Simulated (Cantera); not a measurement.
**Hydrocarbon pyrolysis for carbon deposition**

An isothermal, constant-pressure homogeneous reactor starts with 30.3 % C2H6, 69.7 % N2, at 1448 K and 2670 Pa.

Computed with Cantera and GRI-Mech 3.0 (53 species, 325 reactions). GRI-Mech 3.0 stops at C3 and has no aromatics, soot or wall deposition, so with more carbon than oxygen in the feed, carbon stays in small species such as C2H2 where larger ones or solid carbon would form. Radical loss at walls, strong at low pressure, is not modelled.

| t (s) | x C2H6 | x C2H2 | x H2 | x CH4 | x HCN |
|---|---|---|---|---|---|
| 2.00e-6 | 0.303 | <1e-12 | 1.12e-8 | 1.96e-7 | <1e-12 |
| 9.28e-6 | 0.303 | <1e-12 | 3.35e-7 | 4.18e-6 | <1e-12 |
| 4.31e-5 | 0.302 | 6.27e-10 | 3.28e-5 | 8.63e-5 | <1e-12 |
| 0.000200 | 0.295 | 2.63e-6 | 0.00259 | 0.00153 | 9.42e-10 |
| 0.000928 | 0.220 | 0.00128 | 0.0417 | 0.0196 | 1.85e-8 |
| 0.00431 | 0.0459 | 0.0259 | 0.141 | 0.0827 | 4.00e-8 |
| 0.0200 | 0.000912 | 0.0828 | 0.209 | 0.0972 | 4.58e-8 |
| 0.0928 | 2.83e-5 | 0.116 | 0.239 | 0.0937 | 4.44e-8 |
| 0.431 | 1.10e-5 | 0.147 | 0.266 | 0.0900 | 4.29e-8 |
| 2.00 | 1.24e-5 | 0.161 | 0.281 | 0.0853 | 4.24e-8 |
| 9.28 | 9.33e-6 | 0.166 | 0.296 | 0.0718 | 4.33e-8 |
| 43.1 | 3.20e-6 | 0.176 | 0.335 | 0.0371 | 4.82e-8 |
| 200 | 2.77e-7 | 0.185 | 0.368 | 0.00817 | 6.65e-8 |
x: mole fraction; the columns are a selection and need not sum to one.

Equilibrium at this temperature and pressure: C2H6 8.32e-8, C2H2 0.134, H2 0.373, CH4 0.00336, HCN 0.107 (gas phase only).
